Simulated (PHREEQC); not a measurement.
**Acid rinse or clean (model solution)**

A solution holds 0.0053 mol/kgw H2SO4, 3.2e-05 mol/kgw NaCl and 0.011 mol/kgw CuCl2, at 20 °C. Closed to the air; pH follows from the charge balance.

Computed with PHREEQC (ion-association model, phreeqc.dat).

Each row changes one thing in this solution. No solid was allowed to form.

```tsv
case	pH	ionic strength (mol/kgw)	Cu+2 (mol/kgw)	SO4-2 (mol/kgw)	CuSO4 (mol/kgw)	HSO4- (mol/kgw)	SI of Halite (NaCl)
as made	2.09	0.0409	0.00947	0.00282	0.00130	0.00118	-7.88
temperature from 20 to 70 °C	2.15	0.0371	0.00844	0.00194	0.00101	0.00235	-7.96
H2SO4 replaced by Fe2(SO4)3 at the same molality	2.78	0.0556	0.00872	0.00581	0.00210	0.000469	-7.91
CuCl2 from 0.011 to 0.0022 mol/kgw	2.09	0.0177	0.00177	0.00329	0.000420	0.00159	-8.53
CuCl2 from 0.011 to 0.0165 mol/kgw	2.09	0.0561	0.0144	0.00267	0.00159	0.00104	-7.73
NaCl from 3.2e-05 to 1.6e-05 mol/kgw	2.09	0.0409	0.00947	0.00282	0.00130	0.00118	-8.19
H2SO4 from 0.0053 to 0.00583 mol/kgw	2.05	0.0418	0.00939	0.00306	0.00139	0.00139	-7.89
```

Some of these states are supersaturated (in Hematite (slow to form), Goethite (slow to form), for instance). Away from 25 °C the constants follow the database's enthalpies or fits; those with neither stay at their 25 °C values.
